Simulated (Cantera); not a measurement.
Gas activation for diamond growth

An isothermal, constant-pressure homogeneous reactor starts with CH4 : H2 = 0.049 : 1 (molar parts), at 2275 K and 2500 Pa.

Computed with Cantera and GRI-Mech 3.0 (53 species, 325 reactions). GRI-Mech 3.0 stops at C3 and has no aromatics, soot or wall deposition, so with more carbon than oxygen in the feed, carbon stays in small species such as C2H2 where larger ones or solid carbon would form. Radical loss at walls, strong at low pressure, is not modelled.

| t (s) | x CH4 | x H2 | x CH2 | x CH3 | x C2H | x C2H4 | x C2H6 |
|---|---|---|---|---|---|---|---|
| 4.00e-5 | 0.0462 | 0.953 | 2.59e-7 | 0.000478 | <1e-12 | 2.99e-7 | 4.45e-8 |
| 0.000119 | 0.0452 | 0.952 | 2.68e-6 | 0.00139 | 9.59e-11 | 8.19e-6 | 4.94e-7 |
| 0.000356 | 0.0422 | 0.949 | 2.01e-5 | 0.00381 | 2.39e-8 | 0.000121 | 3.01e-6 |
| 0.00106 | 0.0313 | 0.946 | 7.58e-5 | 0.00699 | 1.73e-6 | 0.000340 | 5.85e-6 |
| 0.00317 | 0.0118 | 0.953 | 7.23e-5 | 0.00386 | 1.07e-5 | 9.70e-5 | 1.26e-6 |
| 0.00948 | 0.00218 | 0.954 | 2.99e-5 | 0.000955 | 2.02e-5 | 8.11e-6 | 5.72e-8 |
| 0.0283 | 0.000323 | 0.949 | 8.30e-6 | 0.000186 | 2.81e-5 | 1.82e-6 | 1.58e-9 |
| 0.0844 | 5.15e-5 | 0.940 | 2.32e-6 | 3.88e-5 | 3.70e-5 | 1.24e-6 | 5.01e-11 |
| 0.252 | 1.47e-5 | 0.930 | 1.10e-6 | 1.43e-5 | 4.74e-5 | 9.54e-7 | 5.24e-12 |
| 0.752 | 1.19e-5 | 0.926 | 1.04e-6 | 1.25e-5 | 5.14e-5 | 8.75e-7 | 3.68e-12 |
| 2.24 | 1.18e-5 | 0.926 | 1.04e-6 | 1.25e-5 | 5.15e-5 | 8.74e-7 | 3.66e-12 |
| 6.70 | 1.18e-5 | 0.926 | 1.04e-6 | 1.25e-5 | 5.15e-5 | 8.74e-7 | 3.66e-12 |
| 20.0 | 1.18e-5 | 0.926 | 1.04e-6 | 1.25e-5 | 5.15e-5 | 8.74e-7 | 3.66e-12 |
x: mole fraction; the columns are a selection and need not sum to one.

Equilibrium at this temperature and pressure: CH4 1.19e-5, H2 0.926, CH2 1.05e-6, CH3 1.26e-5, C2H 5.15e-5, C2H4 8.74e-7, C2H6 3.71e-12 (gas phase only).
